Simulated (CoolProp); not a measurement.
Computed with CoolProp (reference Helmholtz-energy equation of state, Penoncello 2003).

Question: For CHF3 (R23), give the phase and the cp (kJ/(kg K)), Prandtl number at 369.3 K and 0.331 MPa; 369.3 K and 12.1 MPa.

Answer: 
- 369.3 K and 0.331 MPa: gas; cp 0.841, Prandtl number 0.863
- 369.3 K and 12.1 MPa: supercritical; cp 1.73, Prandtl number 1.34

Viscosity comes from a separate model (Shan 2000). Thermal conductivity comes from a separate model (Shan 2000).
